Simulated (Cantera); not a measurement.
Cantera run:

```python
import numpy as np
import cantera as ct

gas_names = """
    H HO2 H2 H2O H2O2 Hg O OH O2 O3
""".split()
cond_names = """
    H2O(s) H2O(L) Hg(cr) Hg(L) HgO(s)
""".split()


# ... load() reads the species with a 1 bar reference pressure and builds the phases ...
atoms = {
    'Hg': {'Hg': 1},
    'O2': {'O': 2},
    'H2': {'H': 2},
}
top_T = {}  # K; cautious upper limits of use, not melting points


# ... equilibrate(T, P, feed) seeds the gas with the atoms and calls Mixture.equilibrate('TP', solver="vcs", rtol=1e-11, max_steps=5000) ...
results = []
feed = {'Hg': 1, 'O2': 0.13, 'H2': 13}  # mol
T = 1573.15  # K
P = 4600  # Pa
mix = equilibrate(T, P, feed)
results.append((T, P, feed, dict(zip(mix.species_names, mix.species_moles))))
x = sorted(zip(gas.X, gas.species_names), reverse=True)
print(f"T = {T:g} K  P = {P:g} Pa  gas = {mix.phase_moles(0):.4g} mol")
print("   x: " + "  ".join(f"{s} {v:.3e}" for v, s in x if v > 1e-06))
print("   condensed (mol): " + ("  ".join(f"{mix.phase(i).name} {mix.phase_moles(i):.4g}"
      for i in range(1, mix.n_phases) if mix.phase_moles(i) > 1e-12) or "none"))
```

It prints:

```
T = 1573.15 K  P = 4600 Pa  gas = 14 mol
   x: H2 9.098e-01  Hg 7.142e-02  H2O 1.857e-02  H 1.811e-04
   condensed (mol): none
```

Method: chemical equilibrium by Gibbs-energy minimisation in Cantera with the NASA 1993 tables (ideal gas, pure condensed phases).
